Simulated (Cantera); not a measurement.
A closed system holds: 1 mol SiO2, 8.8 mol HBr, 7.1 mol H2, held at 1330 Pa.

These are equilibrium values from Cantera (NASA tables, ideal gas, pure condensed phases), not measurements of a reactor. Candidate condensed phases: Br2, H2O, Si, SiO2; 28 gas species. The tables hold silica as quartz up to 1696 K and as liquid above; real silica turns to tridymite and cristobalite and melts near 1996 K. Equilibrium is a limit: real reactors are often held back by kinetics, nucleation or transport.

log p: log10 of the partial pressure in bar; n: condensed amount in mol.

```tsv
T (°C)	log p HBr	log p H2	log p Br	log p SiO	log p H2O	n SiO2(β-quartz)	n SiO2(condensed)
1025	-2.13	-2.22	-4.61	-7.73	-6.20	1.000	0
1125	-2.14	-2.22	-4.17	-6.50	-5.87	0.999	0
1225	-2.14	-2.22	-3.79	-5.59	-5.42	0.996	0
1325	-2.16	-2.22	-3.47	-4.93	-4.90	0.985	0
1425	-2.18	-2.22	-3.20	-4.40	-4.40	0	(withheld)
1525	-2.22	-2.22	-2.98	-3.95	-3.95	0	(withheld)
1625	-2.29	-2.23	-2.80	-3.55	-3.55	0	(withheld)
```

**Question.** Complete the blanks.

**Answer.** 
- 1425, n SiO2(condensed): 0.951
- 1525, n SiO2(condensed): 0.858
- 1625, n SiO2(condensed): 0.633
